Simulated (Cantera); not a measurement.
A Cantera script and its output.

```python
import numpy as np
import cantera as ct

gas = ct.Solution("gri30.yaml")
gas.TPX = 1150, 500000, {'CO': 0.0017, 'O2': 0.093, 'H2O': 0.089, 'N2': 1}
reactor = ct.IdealGasConstPressureReactor(gas, energy="off", clone=False)
net = ct.ReactorNet([reactor])
net.rtol, net.atol = 1e-08, 1e-18
show = ['CO', 'O2', 'H2O', 'NO2', 'N2O', 'NO', 'OH']
times = np.geomspace(2e-05, 60, 15)

steps = ct.SolutionArray(gas, extra=["t"])
rows = []
print(f"{'t/s':>10s}{'T/K':>9s}{'P/Pa':>11s}" + "".join(f"{s:>11s}" for s in show))
for t in times:
    while net.time < t:
        t_next = net.step()
        steps.append(gas.state, t=t_next)
    rows.append([np.interp(t, steps.t, y) for y in (steps.T, steps.P, *steps(*show).X.T)])
    print(f"{t:10.3e}{rows[-1][0]:9.1f}{rows[-1][1]:11.4g}" + "".join(f"{x:11.3e}" for x in rows[-1][2:]))
rate = np.gradient(steps.T, steps.t)
print("integrator steps:", len(steps.t))
if steps.T.max() > steps.T[0] + 200:
    print(f"time of steepest temperature rise: {steps.t[rate.argmax()]:.4e} s")
gas.TPX = 1150, 500000, {'CO': 0.0017, 'O2': 0.093, 'H2O': 0.089, 'N2': 1}
gas.equilibrate("TP")
print(f"equilibrium (TP): T = {gas.T:.1f} K  " + "  ".join(f"{s} {gas[s].X[0]:.3e}" for s in show))
```

It prints:

```
       t/s      T/K       P/Pa         CO         O2        H2O        NO2        N2O         NO         OH
 2.000e-05   1150.0      5e+05  1.436e-03  7.857e-02  7.519e-02  9.880e-27  1.396e-14  7.770e-20  2.098e-10
 5.803e-05   1150.0      5e+05  1.436e-03  7.857e-02  7.519e-02  5.557e-25  8.300e-14  4.711e-19  8.779e-10
 1.684e-04   1150.0      5e+05  1.436e-03  7.857e-02  7.519e-02  4.952e-23  4.300e-13  2.454e-18  2.620e-09
 4.886e-04   1150.0      5e+05  1.436e-03  7.857e-02  7.519e-02  4.734e-21  2.252e-12  1.272e-17  6.102e-09
 1.418e-03   1150.0      5e+05  1.436e-03  7.857e-02  7.519e-02  5.178e-19  1.507e-11  8.401e-17  2.040e-08
 4.114e-03   1150.0      5e+05  1.429e-03  7.856e-02  7.519e-02  4.980e-16  3.300e-10  3.500e-15  3.088e-07
 1.194e-02   1150.0      5e+05  1.317e-03  7.851e-02  7.519e-02  2.014e-13  4.985e-09  1.150e-13  7.339e-07
 3.464e-02   1150.0      5e+05  1.037e-03  7.838e-02  7.520e-02  2.190e-12  1.702e-08  5.228e-13  6.482e-07
 1.005e-01   1150.0      5e+05  5.937e-04  7.818e-02  7.522e-02  1.040e-11  3.736e-08  1.574e-12  4.877e-07
 2.917e-01   1150.0      5e+05  2.007e-04  7.800e-02  7.523e-02  2.440e-11  5.560e-08  3.329e-12  3.155e-07
 8.463e-01   1150.0      5e+05  2.669e-05  7.792e-02  7.524e-02  2.838e-11  5.319e-08  9.962e-12  2.288e-07
 2.456e+00   1150.0      5e+05  3.991e-09  7.790e-02  7.524e-02  1.266e-12  2.727e-08  4.136e-11  6.601e-07
 7.126e+00   1150.0      5e+05  1.184e-11  7.790e-02  7.524e-02  1.543e-12  1.497e-08  5.241e-11  6.692e-07
 2.068e+01   1150.0      5e+05  1.184e-11  7.790e-02  7.524e-02  2.253e-12  1.396e-08  7.648e-11  6.691e-07
 6.000e+01   1150.0      5e+05  1.184e-11  7.790e-02  7.524e-02  4.291e-12  1.396e-08  1.456e-10  6.691e-07
integrator steps: 1182
equilibrium (TP): T = 1150.0 K  CO 1.184e-11  O2 7.786e-02  H2O 7.524e-02  NO2 2.454e-06  N2O 1.396e-08  NO 8.326e-05  OH 6.690e-07
```

Computed with Cantera and GRI-Mech 3.0 (53 species, 325 reactions).
